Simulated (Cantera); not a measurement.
Input: 1 mol Pb, 0.11 mol H₂S, 1.7 mol N₂, at 0.100 bar.

Method: chemical equilibrium by Gibbs-energy minimisation in Cantera with the NASA 1993 tables (ideal gas, pure condensed phases). Candidate condensed phases: Pb, PbS, S; 18 gas species. Mutual solubility and eutectic melting of coexisting phases are not modelled. Gases not in the tables: S₃ to S₇. The numbers say what is thermodynamically allowed, not how fast it happens.

log p: log10 of the partial pressure in bar; n: condensed amount in mol.

| T (K) | log p N₂ | log p Pb | log p H₂ | log p PbS | log p H₂S | log p H | log p S₂ | n Pb(l) | n PbS(s) |
|---|---|---|---|---|---|---|---|---|---|
| 1000 | -1.03 | -4.79 | -2.22 | -4.06 | -3.99 | -9.76 | -7.79 | 0.892 | 0.107 |
| 1100 | -1.03 | -3.92 | -2.24 | -3.02 | -3.65 | -8.71 | -6.24 | 0.892 | 0.0885 |
| 1200 | -1.05 | -3.19 | -2.27 | -2.27 | -3.50 | -7.84 | -5.16 | 0.884 | 0 |
| 1300 | -1.06 | (withheld) | -2.26 | -2.26 | (withheld) | (withheld) | (withheld) | 0.841 | 0 |
| 1400 | -1.09 | -2.06 | -2.28 | -2.28 | -4.42 | -6.46 | -5.85 | 0.708 | 0 |
| 1500 | -1.18 | -1.61 | -2.37 | -2.37 | -4.94 | -5.94 | -6.26 | 0.265 | 0 |
| 1600 | -1.22 | -1.50 | -2.41 | -2.41 | (withheld) | (withheld) | (withheld) | 0 | 0 |
| 1700 | -1.22 | -1.50 | -2.41 | -2.41 | -4.97 | -5.04 | -5.51 | 0 | 0 |
| 1800 | -1.22 | -1.50 | -2.41 | -2.41 | -4.91 | -4.65 | -5.06 | 0 | 0 |
| 1900 | -1.22 | -1.50 | -2.41 | -2.42 | -4.85 | -4.31 | -4.67 | 0 | 0 |

Task: Some entries are withheld; supply them.

Result: 
- 1300, log p Pb: -2.58
- 1300, log p H₂S: -3.97
- 1300, log p H: -7.09
- 1300, log p S₂: -5.51
- 1600, log p H₂S: -5.05
- 1600, log p H: -5.47
- 1600, log p S₂: -6.01
